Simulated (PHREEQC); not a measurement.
Solution (45 °C): 0.0084 mol/kgw H2SO4 and 0.19 mol/kgw ZnSO4. Closed to the air; pH follows from the charge balance.

The numbers come from PHREEQC with the ion-association model, wateq4f.dat.

This is a speciation only: nothing precipitates in the calculation.

What pH, ionic strength does the model give?

pH 2.40; ionic strength 0.353 mol/kgw.

In which forms is S present?

ZnSO4 38 %, SO4-2 29 %, Zn(SO4)2-2 27 %, HSO4- 5.9 % of the S.

Complexes and solids missing from the database can't appear. Constants without temperature data keep their 25 °C values here.
